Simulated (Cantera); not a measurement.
A closed system holds: 1 mol ZrO₂, 24 mol H₂, 0.056 mol H₂O, at 1523 K and 0.0133 bar.

Method: chemical equilibrium by Gibbs-energy minimisation in Cantera with the NASA 1993 tables (ideal gas, pure condensed phases). Candidate condensed phases: H₂O, Zr, ZrO₂; 12 gas species. Equilibrium is a limit: real reactors are often held back by kinetics, nucleation or transport.

Base state: H₂ 0.997, H₂O 0.00233, H 0.000200 (mole fractions); condensed: ZrO₂(tetragonal).

### Question
What changes in the equilibrium state with this change: temperature from 1523 K to 1775 K?

### Answer
```
species                  before    after
---------------------  --------  -------
H₂                        0.997    0.995
H                      0.000200  0.00250
H₂O                     0.00233  0.00232
ZrO₂(tetragonal), mol      1.00     1.00
```
